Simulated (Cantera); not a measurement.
**Ignition delay**

Mixture: CH3OH : O2 : N2 = 1 : 1.67 : 6.27 (molar parts), at 9.87 atm, adiabatic and at constant volume. Ignition delay is the time to a rise of 400 K.

Model: GRI-Mech 3.0 (53 species, 325 reactions), integrated in Cantera. GRI-Mech 3.0 was tuned for natural gas; its chemistry of methanol as a main component is partial and can be far from experiment.

```json
[
 {"T0 (K)": "1125", "delay (ms)": "5.76"},
 {"T0 (K)": "1200", "delay (ms)": "1.48"},
 {"T0 (K)": "1275", "delay (ms)": "0.452"},
 {"T0 (K)": "1350", "delay (ms)": "0.160"},
 {"T0 (K)": "1425", "delay (ms)": "0.0643"},
 {"T0 (K)": "1500", "delay (ms)": "0.0291"},
 {"T0 (K)": "1575", "delay (ms)": "0.0145"},
 {"T0 (K)": "1650", "delay (ms)": "0.00783"}
]
```

```
Quantity                                                 Value
--------------------------------------------------  ----------
apparent activation energy between 1500 and 1650 K  180 kJ/mol
```
